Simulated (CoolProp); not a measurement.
A simple Rankine cycle with R245fa: condensing at 313.15 K, boiler at 1.04 MPa, turbine inlet 379.6 K, turbine efficiency 0.6, pump efficiency 0.7, no recuperator. Each further row changes one setting.

The numbers come from the reference Helmholtz-energy equation of state, Akasaka 2015 in CoolProp.

```tsv
case	thermal efficiency (%)	net work (kJ/kg)	heat in (kJ/kg)	turbine exit temperature (K)	volume ratio over the turbine
as stated	6.9	16.1	235	350.6	…
turbine inlet 399.6 K	6.8	17.5	258	372.1	4.30
condensing temperature 305.15 K	…	19.3	245	346.2	5.77
boiler pressure 0.728 MPa	5.3	…	240	359.6	2.97
turbine efficiency 0.5	…	13.3	235	353.4	…
```

**Question.** Complete the blanks.

**Answer.** 
- as stated, volume ratio over the turbine: 4.41
- condensing temperature 305.15 K, thermal efficiency (%): 7.9
- boiler pressure 0.728 MPa, net work (kJ/kg): 12.8
- turbine efficiency 0.5, thermal efficiency (%): 5.7
- turbine efficiency 0.5, volume ratio over the turbine: 4.45
